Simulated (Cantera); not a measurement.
Charge: 1 mol CCl₄, 0.015 mol Si, at 1475 K and 75.0 Torr.

Cantera equilibrium calculation (NASA polynomials, part measured and part estimated; ideal gas, pure solids and liquids). Equilibrium is a limit: real reactors are often held back by kinetics, nucleation or transport.

```json
[
 {"species": "Cl₂", "before": "0.849", "after": "0.935"},
 {"species": "Cl", "before": "0.143", "after": "0.0573"},
 {"species": "SiCl₄", "before": "0.00701", "after": "0.00734"},
 {"species": "CCl₄", "before": "1.65e-5", "after": "3.88e-5"},
 {"species": "C(graphite), mol", "before": "1.000", "after": "1.000"}
]
```
Gas species are given as mole fractions.

Q: What was changed between the two runs?
A. temperature from 1475 K to 1348 K
B. Si from 0.015 to 0.62 mol
C. Si from 0.015 to 0.3 mol
D. temperature from 1475 K to 3500 K

A: A, temperature from 1475 K to 1348 K
